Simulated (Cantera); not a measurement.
Feed: 1 mol V2O3, 1.6 mol H2, 1.7 mol N2, equilibrated at 702 °C.

Equilibrium computed with Cantera from the NASA thermochemical tables; the gas is ideal and each condensed phase is pure. Candidate condensed phases: H2O, V, VN, VO, V2O3, V2O4, V2O5; 28 gas species. VN: taken at fixed stoichiometry. Condensed phases not in the tables: the oxides between V2O3 and V2O5 other than VO2, V2N. Kinetics and transport are ignored.

At 1.80 mbar, list the 3 most abundant gas species with their mole fractions, and the condensed phases.

N2 0.515, H2 0.485, H2O 0.000352. Condensed: VN(s) + V2O3(s).
